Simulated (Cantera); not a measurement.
A Cantera script and what it prints.

```python
import numpy as np
import cantera as ct

gas_names = [...]  # 110 gases of nasa_gas.yaml made of C, H, O
cond_names = """
    C(gr) C6H6(L) C7H8(L) C8H18(L),n-octa H2O(s) H2O(L)
""".split()


# ... load() reads the species with a 1 bar reference pressure and builds the phases ...
atoms = {
    'C': {'C': 1},
    'H2O': {'H': 2, 'O': 1},
}
top_T = {'C(gr)': 4500}  # K; cautious upper limits of use, not melting points


# ... equilibrate(T, P, feed) seeds the gas with the atoms and calls Mixture.equilibrate('TP', solver="vcs", rtol=1e-11, max_steps=5000) ...
results = []
feed = {'C': 1, 'H2O': 0.12}  # mol
T = 850  # K
P = 133.322  # Pa
mix = equilibrate(T, P, feed)
results.append((T, P, feed, dict(zip(mix.species_names, mix.species_moles))))
x = sorted(zip(gas.X, gas.species_names), reverse=True)
print(f"T = {T:g} K  P = {P:g} Pa  gas = {mix.phase_moles(0):.4g} mol")
print("   x: " + "  ".join(f"{s} {v:.3e}" for v, s in x if v > 1e-06))
print("   condensed (mol): " + ("  ".join(f"{mix.phase(i).name} {mix.phase_moles(i):.4g}"
      for i in range(1, mix.n_phases) if mix.phase_moles(i) > 1e-12) or "none"))
```

It prints:

```
T = 850 K  P = 133.322 Pa  gas = 0.2378 mol
   x: H2 5.020e-01  CO 4.887e-01  CO2 6.858e-03  H2O 2.307e-03  CH4 2.090e-04
   condensed (mol): C(gr) 0.8821
```

Cantera equilibrium calculation (NASA polynomials, part measured and part estimated; ideal gas, pure solids and liquids).
